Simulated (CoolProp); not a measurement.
A single-stage vapour-compression cycle with fluoroethane (R161): evaporating at 292.15 K (dew point), condensing at 323.15 K (bubble point), superheat 8 K, subcooling 8 K, compressor efficiency 0.85, no pressure losses. Each further row changes one setting.

Computed with CoolProp (reference Helmholtz-energy equation of state, Wu 2012).

```csv
case,cooling COP,pressure ratio,discharge temperature (K),refrigerating effect (kJ/kg),volumetric capacity (kJ/m³)
as stated,7.10,2.21,345.1,308,5340
evaporating temperature 297.15 K,8.76,1.93,342.6,312,6210
condensing temperature 318.15 K,8.68,1.97,338.3,320,5550
subcooling 13 K,7.38,2.21,345.1,320,5550
superheat 18 K,7.06,2.21,354.8,323,5320
compressor efficiency 0.75,6.26,2.21,348.4,308,5340
```
